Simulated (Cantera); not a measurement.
A perfectly stirred reactor is fed with CH4 : O2 : N2 = 0.016 : 0.022 : 1 (molar parts), equivalence ratio 1.5, at 9.90 bar; it is held at 1150 K, and followed from long to short residence time.

Detailed kinetics in Cantera: GRI-Mech 3.0 (53 species, 325 reactions). The temperature is held fixed by assumption; the heat of reaction is taken as removed at once.

Problem. What does this change do: pressure from 9.90 bar to 0.800 bar?

Solution. 
```tsv
quantity	before	after
x(CH4) at τ = 7.00 s	0.00307	0.00174
x(O2) at τ = 7.00 s	0.000837	0.00140
x(C2H4) at τ = 7.00 s	0.000157	0.000189
x(C2H2) at τ = 7.00 s	2.45e-5	6.68e-5
x(OH) at τ = 7.00 s	3.72e-9	4.36e-8
x(CH4) at τ = 0.230 s	0.00394	0.0154
x(O2) at τ = 0.230 s	0.00419	0.0212
x(C2H4) at τ = 0.230 s	0.000228	3.37e-7
x(C2H2) at τ = 0.230 s	9.16e-6	4.50e-10
x(OH) at τ = 0.230 s	4.95e-8	3.65e-10
```

Problem. What does this change do: temperature 1150 to 1525 K?

Solution. 
```
quantity                  before     after
----------------------  --------  --------
x(CH4) at τ = 7.00 s     0.00307   0.00133
x(O2) at τ = 7.00 s     0.000837   5.71e-5
x(C2H4) at τ = 7.00 s   0.000157   1.18e-5
x(C2H2) at τ = 7.00 s    2.45e-5  0.000430
x(OH) at τ = 7.00 s      3.72e-9   8.17e-8
x(CH4) at τ = 0.230 s    0.00394   0.00196
x(O2) at τ = 0.230 s     0.00419  0.000706
x(C2H4) at τ = 0.230 s  0.000228   6.71e-5
x(C2H2) at τ = 0.230 s   9.16e-6  0.000401
x(OH) at τ = 0.230 s     4.95e-8   2.65e-7
```
